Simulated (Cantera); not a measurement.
Charge: 1 mol Fe₂O₃, 2 mol HCl, 1.5 mol O₂, held at 1298.15 K and 1.00 bar.

Equilibrium computed with Cantera from the NASA thermochemical tables; the gas is ideal and each condensed phase is pure. Candidate condensed phases: Fe, FeCl₂, FeCl₃, FeO, Fe(OH)₂, Fe(OH)₃, Fe₂O₃, Fe₃O₄, H₂O; 22 gas species. The numbers say what is thermodynamically allowed, not how fast it happens.

Base state: HCl 0.411, O₂ 0.407, H₂O 0.0920, Cl₂ 0.0769, FeCl₃ 0.00759, Cl 0.00338, FeCl₂ 0.00205, ClO 7.12e-5 (mole fractions); condensed: Fe₂O₃(s).

What changes in the equilibrium state with this change: pressure from 1.00 bar to 0.0133 bar?


| species | before | after |
|---|---|---|
| HCl | 0.411 | 0.475 |
| O₂ | 0.407 | 0.419 |
| H₂O | 0.0920 | 0.0499 |
| Cl₂ | 0.0769 | 0.0222 |
| FeCl₂ | 0.00205 | 0.0148 |
| Cl | 0.00338 | 0.0157 |
| HOCl | 6.77e-5 | 9.17e-6 |
| FeCl₃ | 0.00759 | 0.00339 |
| Fe₂O₃(s), mol | 0.984 | 0.968 |

What changes in the equilibrium state with this change: pressure from 1.00 bar to 7.40 bar?


| species | before | after |
|---|---|---|
| O₂ | 0.407 | 0.398 |
| HCl | 0.411 | 0.354 |
| H₂O | 0.0920 | 0.126 |
| Cl₂ | 0.0769 | 0.112 |
| FeCl₃ | 0.00759 | 0.00823 |
| Fe₂Cl₆ | 2.81e-6 | 2.45e-5 |
| FeCl₂ | 0.00205 | 0.000678 |
| HOCl | 6.77e-5 | 0.000157 |
| Fe₂O₃(s), mol | 0.984 | 0.985 |
